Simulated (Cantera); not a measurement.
A Cantera script and its output.

```python
import numpy as np
import cantera as ct

gas = ct.Solution("h2o2.yaml")
gas.TPX = 448, 210000, {'H2': 0.8, 'O2': 0.263, 'N2': 0.989}
flame = ct.FreeFlame(gas, width=0.024)
flame.set_refine_criteria(ratio=3, slope=0.08, curve=0.16)
flame.transport_model = "mixture-averaged"
flame.solve(loglevel=0, auto=True)
z, T = flame.grid, flame.T
thick = (T[-1] - T[0]) / np.gradient(T, z).max()
show = ['H2', 'O2', 'HO2', 'H2O', 'H2O2', 'O']
print(f"laminar burning velocity  {flame.velocity[0] * 100:.3f} cm/s")
print(f"burnt temperature         {T[-1]:.1f} K")
print(f"thermal thickness         {thick * 1e3:.4f} mm")
print(f"grid points               {len(z)}")
z0 = z[flame.heat_release_rate.argmax()]
print(f"{'z/mm':>9s}{'T/K':>9s}{'u/(m/s)':>9s}" + "".join(f"{s:>11s}" for s in show))
rows = []
for k in (-3, -2, -1.5, -1, -0.5, -0.25, 0, 0.25, 0.5, 1, 2, 4, 8):
    zz = z0 + k * thick
    rows.append([k * thick, np.interp(zz, z, T), np.interp(zz, z, flame.velocity),
                 *(np.interp(zz, z, flame.X[gas.species_index(s)]) for s in show)])
    print(f"{rows[-1][0] * 1e3:9.3f}{rows[-1][1]:9.1f}{rows[-1][2]:9.3f}" + "".join(f"{x:11.3e}" for x in rows[-1][3:]))
```

Result:

```
laminar burning velocity  579.603 cm/s
burnt temperature         2353.4 K
thermal thickness         0.1494 mm
grid points               117
     z/mm      T/K  u/(m/s)         H2         O2        HO2        H2O       H2O2          O
   -0.448    448.0    5.796  3.899e-01  1.282e-01  5.487e-13  2.563e-12  9.513e-15  8.061e-14
   -0.299    448.0    5.796  3.899e-01  1.282e-01  1.251e-10  4.705e-10  2.402e-12  1.221e-11
   -0.224    448.0    5.796  3.899e-01  1.282e-01  1.586e-09  5.328e-09  3.149e-11  1.250e-10
   -0.149    448.1    5.796  3.897e-01  1.282e-01  1.490e-07  3.657e-07  3.101e-09  5.922e-09
   -0.075    470.1    6.032  3.839e-01  1.290e-01  2.264e-04  5.238e-04  7.890e-06  3.695e-06
   -0.037    748.7    9.308  3.470e-01  1.233e-01  4.600e-04  2.197e-02  7.050e-05  2.334e-04
    0.000   1210.9   14.571  2.605e-01  9.105e-02  1.748e-04  9.723e-02  1.362e-05  2.731e-03
    0.037   1538.7   18.292  1.721e-01  3.858e-02  6.635e-05  1.959e-01  3.208e-06  5.342e-03
    0.075   1701.4   20.100  1.357e-01  1.331e-02  2.190e-05  2.434e-01  1.852e-06  4.723e-03
    0.149   1849.9   21.672  1.274e-01  3.880e-03  6.128e-06  2.633e-01  1.014e-06  3.501e-03
    0.299   1989.1   23.085  1.324e-01  2.136e-03  3.246e-06  2.706e-01  5.318e-07  2.363e-03
    0.598   2114.3   24.314  1.376e-01  1.186e-03  1.791e-06  2.773e-01  2.823e-07  1.341e-03
    1.195   2213.1   25.255  1.416e-01  5.631e-04  8.829e-07  2.833e-01  1.536e-07  6.430e-04
```

Detailed kinetics in Cantera: the H2/O2 subset of GRI-Mech 3.0, which has no nitrogen chemistry. The hydrogen kinetics of GRI-Mech 3.0 are dated; newer H2 mechanisms differ, most at raised pressure. Burning velocities carry a grid error of a few per cent, more on coarse grids.
